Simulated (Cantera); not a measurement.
Feed: 1 mol CCl4, 0.11 mol Si, 1.1 mol H2, held at 2823 K and 0.180 bar.

Cantera equilibrium calculation (NASA polynomials, part measured and part estimated; ideal gas, pure solids and liquids). Candidate condensed phases: C, C6H6, C7H8, C8H18, Si, SiC; 109 gas species. The tables' values for SiCl, SiCl3, CCl are old estimates; treat these amounts as uncertain. Kinetics and transport are ignored.

Base state: HCl 0.461, Cl 0.458, H 0.0303, SiCl2 0.0240, H2 0.0210, SiCl 0.00108, SiCl3 0.000992, Cl2 0.000788 (mole fractions); condensed: C(graphite).

Question: What changes in the equilibrium state with this change: temperature from 2823 K to 923 K?

Answer: 
```json
[
 {"species": "HCl", "before": "0.461", "after": "0.736"},
 {"species": "Cl2", "before": "0.000788", "after": "0.227"},
 {"species": "SiCl4", "before": "1.94e-5", "after": "0.0368"},
 {"species": "Cl", "before": "0.458", "after": "0.000125"},
 {"species": "H", "before": "0.0303", "after": "<1e-9"},
 {"species": "SiCl2", "before": "0.0240", "after": "<1e-9"},
 {"species": "H2", "before": "0.0210", "after": "<1e-9"},
 {"species": "SiCl", "before": "0.00108", "after": "<1e-9"},
 {"species": "SiCl3", "before": "0.000992", "after": "<1e-9"},
 {"species": "C(graphite), mol", "before": "0.984", "after": "1.000"}
]
```
Gases not in the tables: chlorinated aromatics.
